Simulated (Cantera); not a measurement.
Mixture: CO : H2 : CH4 : O2 : N2 = 1 : 1.4 : 0.53 : 2.26 : 6.1 (molar parts), equivalence ratio 1.0, at 9.87 atm, adiabatic and at constant volume. Ignition delay is the time to a rise of 400 K.

Model: GRI-Mech 3.0 (53 species, 325 reactions), integrated in Cantera.

Q: What does this change do: 0.41 parts CO2 added?

A: 
```tsv
quantity	before	after
delay at 1225 K	45.2 µs	49.6 µs
delay at 1325 K	15.1 µs	16.4 µs
delay at 1425 K	7.18 µs	7.73 µs
delay at 1525 K	4.07 µs	4.36 µs
delay at 1625 K	2.57 µs	2.74 µs
delay at 1725 K	1.75 µs	1.86 µs
apparent activation energy between 1525 and 1725 K	92 kJ/mol	93 kJ/mol
```
